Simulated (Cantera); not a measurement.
A closed system holds: 1 mol BF3, 0.22 mol N2, 120 mol H2, equilibrated at 1723.15 K and 0.143 Torr.

Method: chemical equilibrium by Gibbs-energy minimisation in Cantera with the NASA 1993 tables (ideal gas, pure condensed phases). Candidate condensed phases: B, BN; 31 gas species. The tables' values for BF2 are old estimates; treat these amounts as uncertain. Kinetics and transport are ignored.

Task: What is the equilibrium state?

Result: 
```
Item                                 Value
-------------------------------  ---------
x(H2)                                0.963
x(HF)                               0.0145
x(H)                                0.0130
x(BF)                              0.00661
x(N2)                              0.00179
x(BF2)                             0.00119
x(BF3)                            0.000285
x(BHF2)                            5.11e-5
gas amount                       122.9 mol
log10 activity of B(s) (absent)      -1.88
```
